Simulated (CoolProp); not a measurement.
Properties of R507A along the isobar 5530 kPa.

Computed with CoolProp (reference Helmholtz-energy equation of state, Lemmon 2003). It is a pseudo-pure fit of the blend.

```json
[
 {"T (K)": "334.6", "phase": "liquid", "Z": "0.2181", "cv (kJ/(kg K))": "0.9735", "speed of sound (m/s)": "266.8", "Joule-Thomson coefficient (K/MPa)": "0.9961", "Prandtl number": "2.80"},
 {"T (K)": "339.7", "phase": "liquid", "Z": "0.2242", "cv (kJ/(kg K))": "0.9856", "speed of sound (m/s)": "241.0", "Joule-Thomson coefficient (K/MPa)": "1.313", "Prandtl number": "2.85"},
 {"T (K)": "344.9", "phase": "supercritical", "Z": "0.2328", "cv (kJ/(kg K))": "1.000", "speed of sound (m/s)": "213.8", "Joule-Thomson coefficient (K/MPa)": "1.773", "Prandtl number": "2.96"},
 {"T (K)": "350.1", "phase": "supercritical", "Z": "0.2454", "cv (kJ/(kg K))": "1.018", "speed of sound (m/s)": "185.5", "Joule-Thomson coefficient (K/MPa)": "2.476", "Prandtl number": "(withheld)"},
 {"T (K)": "355.2", "phase": "supercritical", "Z": "0.2651", "cv (kJ/(kg K))": "1.041", "speed of sound (m/s)": "(withheld)", "Joule-Thomson coefficient (K/MPa)": "3.600", "Prandtl number": "3.49"},
 {"T (K)": "360.4", "phase": "supercritical", "Z": "0.3007", "cv (kJ/(kg K))": "1.070", "speed of sound (m/s)": "131.7", "Joule-Thomson coefficient (K/MPa)": "5.477", "Prandtl number": "3.98"},
 {"T (K)": "365.5", "phase": "supercritical", "Z": "0.3597", "cv (kJ/(kg K))": "1.085", "speed of sound (m/s)": "118.9", "Joule-Thomson coefficient (K/MPa)": "7.579", "Prandtl number": "3.82"},
 {"T (K)": "370.7", "phase": "supercritical", "Z": "0.4273", "cv (kJ/(kg K))": "1.072", "speed of sound (m/s)": "119.0", "Joule-Thomson coefficient (K/MPa)": "8.649", "Prandtl number": "2.87"},
 {"T (K)": "375.8", "phase": "supercritical", "Z": "0.4830", "cv (kJ/(kg K))": "1.057", "speed of sound (m/s)": "(withheld)", "Joule-Thomson coefficient (K/MPa)": "8.820", "Prandtl number": "2.21"},
 {"T (K)": "381", "phase": "supercritical", "Z": "0.5291", "cv (kJ/(kg K))": "1.045", "speed of sound (m/s)": "128.1", "Joule-Thomson coefficient (K/MPa)": "8.629", "Prandtl number": "1.83"},
 {"T (K)": "386.1", "phase": "supercritical", "Z": "0.5667", "cv (kJ/(kg K))": "(withheld)", "speed of sound (m/s)": "132.9", "Joule-Thomson coefficient (K/MPa)": "(withheld)", "Prandtl number": "1.61"},
 {"T (K)": "391.3", "phase": "supercritical", "Z": "0.5994", "cv (kJ/(kg K))": "(withheld)", "speed of sound (m/s)": "137.5", "Joule-Thomson coefficient (K/MPa)": "7.951", "Prandtl number": "1.45"},
 {"T (K)": "396.5", "phase": "supercritical", "Z": "0.6278", "cv (kJ/(kg K))": "1.032", "speed of sound (m/s)": "141.9", "Joule-Thomson coefficient (K/MPa)": "(withheld)", "Prandtl number": "1.35"}
]
```

Problem. What belongs in the gaps?

Solution. 
- 350.1, Prandtl number: 3.16
- 355.2, speed of sound (m/s): 157.3
- 375.8, speed of sound (m/s): 123.2
- 386.1, cv (kJ/(kg K)): 1.038
- 386.1, Joule-Thomson coefficient (K/MPa): 8.313
- 391.3, cv (kJ/(kg K)): 1.034
- 396.5, Joule-Thomson coefficient (K/MPa): 7.588

Viscosity comes from a separate model (Geller 2000). Thermal conductivity comes from a separate model (Geller 2001).
